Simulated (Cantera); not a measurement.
A perfectly stirred reactor is fed with CO : H2 : CH4 : O2 : N2 = 1 : 0.83 : 0.2 : 2.53 : 9.51 (molar parts), equivalence ratio 0.52, at 9.80 bar; it is adiabatic with a 623 K inlet, and is followed from long to short residence time, starting on the burning branch (τ in s: 0.058, 0.025, 0.011, 0.0049, 0.0022, 0.00096, 0.00043, 0.00019, 8.3e-05, 3.7e-05, 1.6e-05, 7.1e-06).

Model: GRI-Mech 3.0 (53 species, 325 reactions), integrated in Cantera.

Q: What does this change do: CO 1 to 1.3 parts?

A: 
```
quantity                                                                      before                               after
------------------------------------------------  ----------------------------------  ----------------------------------
blow-out, bracketed by the residence times tried  burning at 37.0 µs, out at 16.0 µs  burning at 16.0 µs, out at 7.10 µs
x(CO) at τ = 58.0 ms                                                        0.000171                            0.000387
x(H2) at τ = 58.0 ms                                                         2.77e-5                             5.88e-5
x(CH4) at τ = 58.0 ms                                                        7.35e-7                             3.81e-7
x(CH2CO) at τ = 58.0 ms                                                     1.70e-11                            1.13e-11
x(H) at τ = 58.0 ms                                                          2.27e-6                             7.02e-6
x(CO) at τ = 0.430 ms                                                        0.00418                             0.00499
x(H2) at τ = 0.430 ms                                                       0.000420                            0.000487
x(CH4) at τ = 0.430 ms                                                       2.78e-5                             1.83e-5
x(CH2CO) at τ = 0.430 ms                                                     1.32e-8                             8.14e-9
x(H) at τ = 0.430 ms                                                         8.16e-5                            0.000122
```
